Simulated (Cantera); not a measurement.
What does this Cantera script print?

```python
import numpy as np
import cantera as ct

gas_names = """
    H HNO HNO2 HNO3 HO2 H2 H2O H2O2 H2S H2SO4 N NH NH2 NH3 NH2OH NO NO2 NO3 N2 N2H2 N2H4 N2O O OH O2 O3
    S SH SN SO SO2 SO3 S2 S2O S8
""".split()
cond_names = """
    H2O(s) H2O(L) H2SO4(L) S(cr1) S(cr2) S(L)
""".split()


# ... load() reads the species with a 1 bar reference pressure and builds the phases ...
atoms = {
    'H2O': {'H': 2, 'O': 1},
    'SO2': {'S': 1, 'O': 2},
    'N2': {'N': 2},
}
top_T = {}  # K; cautious upper limits of use, not melting points


# ... equilibrate(T, P, feed) seeds the gas with the atoms and calls Mixture.equilibrate('TP', solver="vcs", rtol=1e-11, max_steps=5000) ...
results = []
feed = {'H2O': 1, 'SO2': 0.11, 'N2': 3.9}  # mol
T = 2375  # K
for P in [10, 84, 710, 6000, 50000, 420000, 3600000, 30000000]:
    mix = equilibrate(T, P, feed)
    results.append((T, P, feed, dict(zip(mix.species_names, mix.species_moles))))

top = {s: max(r[3][s] / sum(r[3][g] for g in gas_names) for r in results) for s in gas_names}
cols = sorted((s for s in top if top[s] > 1e-06), key=lambda s: -top[s])[:6]
seen = [c for c in cond_names if any(r[3].get(c, 0) > 1e-12 for r in results)]
print("log10 of partial pressures in bar; condensed amounts in mol")
print(f"{'P/Pa':>10s}" + "".join(f"{s[:9]:>10s}" for s in cols + seen))
for T, P, feed, n in results:
    ng = sum(n[g] for g in gas_names)
    print(f"{P:10.4g}" + "".join(f"{np.log10(max(n[s] / ng * P / 1e5, 1e-99)):10.3f}" for s in cols)
          + "".join(f"{n.get(c, 0):10.4g}" for c in seen))
```

It prints:

```
log10 of partial pressures in bar; condensed amounts in mol
      P/Pa        N2         H       H2O         O        H2        OH
        10    -4.229    -4.660    -5.990    -4.994    -5.619    -5.781
        84    -3.247    -4.061    -4.272    -4.473    -4.422    -4.661
       710    -2.284    -3.640    -3.050    -4.093    -3.579    -3.860
      6000    -1.342    -3.285    -2.011    -3.765    -2.869    -3.176
     5e+04    -0.415    -2.955    -1.043    -3.456    -2.209    -2.538
   4.2e+05     0.512    -2.632    -0.097    -3.157    -1.563    -1.916
   3.6e+06     1.446    -2.308     0.846    -2.862    -0.915    -1.297
     3e+07     2.368    -1.987     1.772    -2.579    -0.272    -0.692
```

These are equilibrium values from Cantera (NASA tables, ideal gas, pure condensed phases), not measurements of a reactor. The ideal-gas law is rough above about 30 bar.
